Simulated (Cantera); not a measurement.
Input: 1 mol SiH4, 0.34 mol CH4, 2.3 mol H2, at 4100 Pa.

These are equilibrium values from Cantera (NASA tables, ideal gas, pure condensed phases), not measurements of a reactor. Candidate condensed phases: C, C6H6, C7H8, C8H18, Si, SiC; 87 gas species. Mutual solubility and eutectic melting of coexisting phases are not modelled. Gases not in the tables: Si2H6 and higher silanes. The numbers say what is thermodynamically allowed, not how fast it happens.

### Question
At 2177 °C, list the 5 most abundant gas species with their mole fractions, and the condensed phases.

### Answer
H2 0.813, H 0.0895, Si 0.0790, Si2C 0.00991, SiH 0.00412. Condensed: Si(l) + SiC(s).
